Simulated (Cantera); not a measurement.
A jet of CH4 : O2 : N2 = 0.019 : 0.1 : 0.79 (molar parts), equivalence ratio 0.38 at 300 K and 3600 Pa hits a platinum plate 2.5 cm away at a mass flux of 0.057 kg/m²/s; the plate temperature is set and raised in steps from an oxygen-covered start.

Detailed kinetics in Cantera: Deutschmann's 1995 Pt surface mechanism with GRI-Mech 3.0 gas chemistry. Catalytic surfaces can have several steady states; this one follows from the mechanism file's or the stated starting coverage.

One state of this run: wall x CH4 = 0.00716; wall x O2 = 0.0809; wall x H2O = 0.0253; wall x OH = 5.14e-6; wall x CO = 1.90e-5; wall x CO2 = 0.0166; θ free Pt = 0.671; θ O* = 0.329. x: mole fraction at the wall; θ: surface coverage.

Which value of plate T (K) does it belong to?
A) 1100
B) 1050
C) 950
D) 1200

D, 1200
